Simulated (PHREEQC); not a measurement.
Solution (25 °C): 20 mmol/kgw HF, 60 mmol/kgw KF and 0.048 mmol/kgw H4SiO4. Closed to the air; pH follows from the charge balance.

Equilibrium calculation in PHREEQC: ion-association model, wateq4f.dat.

No solid was allowed to form.

Task: Order these F species by the share of F that they hold, largest first: HF2-, F-, HF, H2F2, SiF6-2.

Result: F- (71 %), HF (19 %), HF2- (8.3 %), H2F2 (1.5 %), SiF6-2 (0.36 %)

The pH is 3.65 and the ionic strength 0.0603 mol/kgw. Complexes and solids missing from the database can't appear. SiF6-2 is the database's only silicon fluoride.
